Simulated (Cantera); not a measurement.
# Abatement and gas-phase synthesis: NF3 + H2O

A closed system holds: 1 mol NF3, 0.49 mol H2O, equilibrated at 3523 K and 89.0 Pa.

These are equilibrium values from Cantera (NASA tables, ideal gas, pure condensed phases), not measurements of a reactor. Candidate condensed phases: H2O; 40 gas species. The numbers say what is thermodynamically allowed, not how fast it happens.

```json
{
  "x(F)": "0.596",
  "x(H)": "0.182",
  "x(N2)": "0.101",
  "x(O)": "0.0998",
  "x(HF)": "0.0180",
  "x(N)": "0.00263",
  "x(NO)": "0.000364",
  "x(H2)": "7.65e-5",
  "x(OH)": "7.20e-5",
  "gas_amount": "4.887 mol"
}
```
